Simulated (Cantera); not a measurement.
An adiabatic, constant-volume homogeneous reactor starts with 22.5 % H2, 13.4 % O2, 50.4 % N2, 13.7 % H2O, equivalence ratio 0.84, at 1675 K and 3750 Torr.

Cantera simulation using GRI-Mech 3.0 (53 species, 325 reactions); the numbers are that mechanism's predictions, not measurements. The hydrogen kinetics of GRI-Mech 3.0 are dated; newer H2 mechanisms differ, most at raised pressure.

Task: Predict: time of steepest temperature rise; temperature at 5.00 s; equilibrium temperature; x(H2) at 5.00 s; x(O2) at 5.00 s; x(H2O) at 5.00 s; x(NO) at 5.00 s; x(H) at 5.00 s; x(H2O2) at 5.00 s; x(NO2) at 5.00 s.

Result: 
```
Property                                                            Result
---------------------------------  ---------------------------------------
time of steepest temperature rise                                  1.95 µs
temperature at 5.00 s                                               2942 K
equilibrium temperature                                             2942 K
x(H2) at 5.00 s                      0.0294 (gas-phase equilibrium 0.0294)
x(O2) at 5.00 s                      0.0237 (gas-phase equilibrium 0.0237)
x(H2O) at 5.00 s                       0.347 (gas-phase equilibrium 0.347)
x(NO) at 5.00 s                      0.0125 (gas-phase equilibrium 0.0125)
x(H) at 5.00 s                     0.00803 (gas-phase equilibrium 0.00803)
x(H2O2) at 5.00 s                  2.41e-6 (gas-phase equilibrium 2.41e-6)
x(NO2) at 5.00 s                   7.15e-6 (gas-phase equilibrium 7.15e-6)
```
